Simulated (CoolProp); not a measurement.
Properties of toluene along the isotherm 346.85 °C.

The numbers come from the reference Helmholtz-energy equation of state, Lemmon 2006 in CoolProp. It is a short technical equation, of lower accuracy than the large ones.

```tsv
p (MPa)	phase	cp (kJ/(kg K))	Joule-Thomson coefficient (K/MPa)	fugacity coefficient
0.188	gas	2.190	6.564	0.9857
0.375	gas	2.200	6.698	0.9716
0.563	gas	2.212	6.839	0.9575
0.75	gas	2.224	6.986	0.9435
0.938	gas	2.237	7.142	0.9296
1.13	gas	2.252	7.309	0.9155
1.31	gas	2.267	7.474	0.9023
1.5	gas	2.284	7.657	0.8885
1.69	gas	2.304	7.851	0.8747
1.88	gas	2.325	8.056	0.8611
2.06	gas	2.347	8.261	0.8482
```
